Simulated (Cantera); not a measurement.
Input: 1 mol TiO2, 0.82 mol CO, 5.4 mol H2, equilibrated at 1000 K and 0.133 bar.

Method: chemical equilibrium by Gibbs-energy minimisation in Cantera with the NASA 1993 tables (ideal gas, pure condensed phases). Candidate condensed phases: C, C6H6, C7H8, C8H18, H2O, Ti, TiC, TiO, TiO2, Ti2O3, Ti3O5, Ti4O7; 113 gas species. Equilibrium is a limit: real reactors are often held back by kinetics, nucleation or transport.

Base state: H2 0.859, CO 0.125, CH4 0.00800, H2O 0.00663, CO2 0.00138 (mole fractions); condensed: TiO2(rutile).

Q: What changes in the equilibrium state with this change: pressure from 0.133 bar to 10.0 mbar?

A: 
```tsv
species	before	after
H2	0.859	0.867
CO	0.125	0.131
CH4	0.00800	0.000627
H2O	0.00663	0.000515
CO2	0.00138	0.000112
TiO2(rutile), mol	1.00	1.00
```
